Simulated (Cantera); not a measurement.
Feed: 1 mol ZrO2, 2000 mol H2, 7.2 mol N2, held at 10000 Pa.

Equilibrium computed with Cantera from the NASA thermochemical tables; the gas is ideal and each condensed phase is pure. Candidate condensed phases: H2O, Zr, ZrN, ZrO2; 28 gas species. Mutual solubility and eutectic melting of coexisting phases are not modelled. ZrN: taken at fixed stoichiometry. Condensed phases not in the tables: solid solutions among these carbides, nitrides and lower oxides. Equilibrium is a limit: real reactors are often held back by kinetics, nucleation or transport. All values below are at 1250 °C.

Base state: H2 0.996, N2 0.00359, H 7.30e-5 (mole fractions); condensed: ZrN(s) + ZrO2(tetragonal).

Task: What changes in the equilibrium state with this change: ZrO2 replaced by CuO?

Result: 
```json
[
 {"species": "H2", "before": "0.996", "after": "0.996"},
 {"species": "N2", "before": "0.00359", "after": "0.00359"},
 {"species": "H2O", "before": "4.39e-6", "after": "0.000498"},
 {"species": "Cu", "before": "0", "after": "0.000120"},
 {"species": "H", "before": "7.30e-5", "after": "7.29e-5"},
 {"species": "ZrN(s), mol", "before": "0.00441", "after": "0"},
 {"species": "ZrO2(tetragonal), mol", "before": "0.996", "after": "0"},
 {"species": "Cu(l), mol", "before": "0", "after": "0.758"}
]
```
Further candidate phases: Cu, CuO, Cu(OH)2, Cu2O.
